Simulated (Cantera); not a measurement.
Charge: 1 mol TEOS, 0.79 mol O₂, held at 35000 Pa.

Equilibrium computed with Cantera from the NASA thermochemical tables; the gas is ideal and each condensed phase is pure. Candidate condensed phases: C, C₆H₆, C₇H₈, C₈H₁₈, H₂O, Si, SiC, SiO₂; 123 gas species. The feed counts by its element totals alone. The tables hold silica as quartz up to 1696 K and as liquid above; real silica turns to tridymite and cristobalite and melts near 1996 K. Kinetics and transport are ignored.

Over these rows the condensed part is C(graphite) + SiO₂(β-quartz). Partial pressures as log10 of bar:

```
T (K)  1000/T (1/K)  log p H₂O  log p H₂  log p CO
-----  ------------  ---------  --------  --------
1048         0.9542      -2.38     -0.60     -1.06
1098         0.9107          ?     -0.59     -1.05
1148         0.8711      -2.95     -0.59     -1.04
1198         0.8347      -3.20     -0.59     -1.04
1248         0.8013      -3.44     -0.59     -1.04
1298         0.7704      -3.66     -0.59     -1.04
```

Task: Fit log p(H₂O) = a + b·(1000/T) to the five rows, give the apparent enthalpy, and predict the row at 1098 K.

Result: Means: 1000/T = 0.8463, log p = -3.126. Sxy = 0.140377, Sxx = 0.0201778, so b = 6.96 and a = -3.126 − (6.96)×0.8463 = -9.02.
Apparent enthalpy: −19.145 × (6.96) = -133 kJ/mol. With the condensed phases at unit activity, H₂(g) + CO(g) = H₂O(g) + C(graphite) links this pressure to the main gases: over the six rows their terms move log p by +0.03 in all, so the slope is close to that reaction's ΔH°. The five rows lie within 0.01 of the line.
Prediction at 1098 K: -9.02 + (6.96)×0.9107 = -2.68. The computed value is -2.68, 0.00 from the line.
